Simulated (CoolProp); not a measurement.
The numbers come from the reference Helmholtz-energy equation of state, Lemmon 2006 in CoolProp. It is a short technical equation, of lower accuracy than the large ones.

Problem. For carbon monoxide, give the phase and the Z, cv (kJ/(kg K)), Joule-Thomson coefficient (K/MPa), expansivity (1/kK) at -113.05 °C and 4.1 MPa.

Solution. 
- -113.05 °C and 4.1 MPa: supercritical; Z 0.755, cv 0.825, Joule-Thomson coefficient 6.82, expansivity 14.8
